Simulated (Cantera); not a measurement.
Adiabatic ignition

An adiabatic, constant-volume homogeneous reactor starts with 20.7 % H2, 16.7 % O2, 62.7 % N2, equivalence ratio 0.62, at 975 K and 3.90 bar.

Model: the H2/O2 subset of GRI-Mech 3.0, which has no nitrogen chemistry, integrated in Cantera. The hydrogen kinetics of GRI-Mech 3.0 are dated; newer H2 mechanisms differ, most at raised pressure.

| t (s) | T (K) | P (bar) | x H2 | x O2 | x OH | x O | x H | x HO2 |
|---|---|---|---|---|---|---|---|---|
| 2.00e-6 | 975 | 3.90 | 0.207 | 0.167 | 1.39e-12 | 4.38e-12 | 2.86e-11 | 1.81e-10 |
| 8.73e-6 | 975 | 3.90 | 0.207 | 0.167 | 1.78e-12 | 5.94e-12 | 3.34e-11 | 9.64e-10 |
| 3.81e-5 | 975 | 3.90 | 0.207 | 0.167 | 1.84e-12 | 6.14e-12 | 3.45e-11 | 4.44e-9 |
| 0.000166 | 975 | 3.90 | 0.207 | 0.167 | 2.14e-12 | 7.04e-12 | 3.96e-11 | 1.99e-8 |
| 0.000725 | 975 | 3.90 | 0.207 | 0.167 | 4.11e-12 | 1.19e-11 | 6.69e-11 | 9.40e-8 |
| 0.00316 | 975 | 3.90 | 0.207 | 0.167 | 3.30e-11 | 6.53e-11 | 3.67e-10 | 7.23e-7 |
| 0.0138 | 976 | 3.91 | 0.207 | 0.167 | 3.39e-9 | 3.99e-9 | 2.24e-8 | 1.76e-5 |
| 0.0602 | 2678 | 9.68 | 0.00361 | 0.0669 | 0.0153 | 0.00274 | 0.00101 | 2.42e-5 |
| 0.263 | 2678 | 9.68 | 0.00361 | 0.0669 | 0.0153 | 0.00274 | 0.00101 | 2.42e-5 |
| 1.15 | 2678 | 9.68 | 0.00361 | 0.0669 | 0.0153 | 0.00274 | 0.00101 | 2.42e-5 |
| 5.00 | 2678 | 9.68 | 0.00361 | 0.0669 | 0.0153 | 0.00274 | 0.00101 | 2.42e-5 |
x: mole fraction; the columns are a selection and need not sum to one.

```
Item                                                                Result
---------------------------------  ---------------------------------------
time of steepest temperature rise                                  26.0 ms
temperature at 5.00 s                                               2678 K
equilibrium temperature                                             2678 K
x(H2) at 5.00 s                    0.00361 (gas-phase equilibrium 0.00361)
x(O2) at 5.00 s                      0.0669 (gas-phase equilibrium 0.0669)
x(OH) at 5.00 s                      0.0153 (gas-phase equilibrium 0.0153)
```
